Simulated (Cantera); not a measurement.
Input: 1 mol c-C4F8, 2.4 mol H2, held at 1623.15 K and 0.100 bar.

Method: chemical equilibrium by Gibbs-energy minimisation in Cantera with the NASA 1993 tables (ideal gas, pure condensed phases). Candidate condensed phases: C, C6H6, C7H8, C8H18; 95 gas species. The feed counts by its element totals alone. Gases not in the tables: C2F6 and larger saturated fluorocarbons. Equilibrium is a limit: real reactors are often held back by kinetics, nucleation or transport.

Q: What is the equilibrium state?

A: 
```json
{
  "x(HF)": "0.857",
  "x(CF4)": "0.143",
  "x(CF2)": "0.000278",
  "x(CF3)": "5.14e-5",
  "x(F)": "4.68e-5",
  "x(CHF3)": "5.87e-6",
  "n(C(graphite))": "3.20 mol",
  "gas_amount": "5.601 mol"
}
```
